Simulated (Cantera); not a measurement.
Cantera run, input and output.

```python
import numpy as np
import cantera as ct

gas = ct.Solution("h2o2.yaml")
gas.TPX = 625, 96000, {'H2': 1, 'O2': 0.357, 'N2': 1.34}
flame = ct.FreeFlame(gas, width=0.041)
flame.set_refine_criteria(ratio=3, slope=0.08, curve=0.16)
flame.transport_model = "mixture-averaged"
flame.solve(loglevel=0, auto=True)
z, T = flame.grid, flame.T
thick = (T[-1] - T[0]) / np.gradient(T, z).max()
show = ['H2', 'O2', 'O', 'H2O', 'H', 'HO2']
print(f"laminar burning velocity  {flame.velocity[0] * 100:.3f} cm/s")
print(f"burnt temperature         {T[-1]:.1f} K")
print(f"thermal thickness         {thick * 1e3:.4f} mm")
print(f"grid points               {len(z)}")
z0 = z[flame.heat_release_rate.argmax()]
print(f"{'z/mm':>9s}{'T/K':>9s}{'u/(m/s)':>9s}" + "".join(f"{s:>11s}" for s in show))
rows = []
for k in (-3, -2, -1.5, -1, -0.5, -0.25, 0, 0.25, 0.5, 1, 2, 4, 8):
    zz = z0 + k * thick
    rows.append([k * thick, np.interp(zz, z, T), np.interp(zz, z, flame.velocity),
                 *(np.interp(zz, z, flame.X[gas.species_index(s)]) for s in show)])
    print(f"{rows[-1][0] * 1e3:9.3f}{rows[-1][1]:9.1f}{rows[-1][2]:9.3f}" + "".join(f"{x:11.3e}" for x in rows[-1][3:]))
```

Output:

```
laminar burning velocity  941.156 cm/s
burnt temperature         2504.6 K
thermal thickness         0.4912 mm
grid points               139
     z/mm      T/K  u/(m/s)         H2         O2          O        H2O          H        HO2
   -1.474    625.0    9.412  3.708e-01  1.324e-01  3.137e-17  7.365e-15  2.699e-16  2.008e-13
   -0.982    625.0    9.412  3.708e-01  1.324e-01  2.778e-14  1.703e-12  5.214e-13  2.809e-11
   -0.737    625.0    9.412  3.708e-01  1.324e-01  4.191e-12  1.486e-10  1.289e-10  2.743e-09
   -0.491    625.0    9.412  3.708e-01  1.324e-01  1.454e-09  4.511e-08  8.025e-08  5.051e-07
   -0.246    639.2    9.596  3.681e-01  1.323e-01  1.023e-05  6.702e-04  2.754e-04  2.116e-04
   -0.123    833.1   12.266  3.369e-01  1.270e-01  3.955e-04  1.776e-02  8.935e-03  1.651e-04
    0.000   1273.4   18.154  2.155e-01  8.165e-02  5.837e-03  1.136e-01  5.638e-02  6.915e-05
    0.123   1575.3   22.165  1.176e-01  2.386e-02  9.112e-03  2.196e-01  8.942e-02  1.942e-05
    0.246   1709.3   23.863  1.018e-01  1.115e-02  8.448e-03  2.441e-01  8.720e-02  8.462e-06
    0.491   1851.5   25.599  1.040e-01  7.795e-03  7.214e-03  2.529e-01  7.379e-02  5.300e-06
    0.982   2004.8   27.405  1.084e-01  5.762e-03  5.498e-03  2.611e-01  5.796e-02  3.523e-06
    1.965   2153.6   29.101  1.117e-01  3.832e-03  3.681e-03  2.707e-01  4.304e-02  2.211e-06
    3.930   2286.4   30.568  1.139e-01  2.221e-03  2.124e-03  2.804e-01  3.013e-02  1.297e-06
```

Computed with Cantera and the H2/O2 subset of GRI-Mech 3.0, which has no nitrogen chemistry. Burning velocities carry a grid error of a few per cent, more on coarse grids.
